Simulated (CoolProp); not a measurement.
Vapour-liquid equilibrium of CH2F2 (R32) (1) + R125 (2) at 0.754 MPa; x and y are mole fractions of (1).

Values from CoolProp's multi-fluid Helmholtz-energy mixture model, Tillner-Roth 1997 and Lemmon 2005; pair parameters Lemmon 2004.

| x | bubble temperature, mixture model (°C) | bubble temperature, Raoult's law (°C) | y, mixture model | y, Raoult's law |
|---|---|---|---|---|
| 0.05 | 3.2 | 3.4 | [?] | 0.060 |
| 0.2 | 1.6 | 2.4 | 0.242 | 0.233 |
| 0.35 | 0.2 | 1.4 | [?] | 0.395 |
| 0.5 | -0.9 | 0.5 | [?] | 0.548 |
| 0.65 | -1.7 | -0.4 | [?] | 0.692 |
| 0.8 | -2.2 | -1.2 | 0.811 | 0.829 |
| 0.95 | -2.4 | -2.1 | 0.950 | 0.958 |

Task: What belongs in the gaps?

Result: 
- 0.05, y, mixture model: 0.064
- 0.35, y, mixture model: 0.400
- 0.5, y, mixture model: 0.544
- 0.65, y, mixture model: 0.679

The largest gap from Raoult's law is -1.4 K in bubble temperature, at x = 0.5. y crosses x between x = 0.8 and 0.95: the model has an azeotrope there.

The pair parameters rest on a limited set of measurements; away from them the model extrapolates.
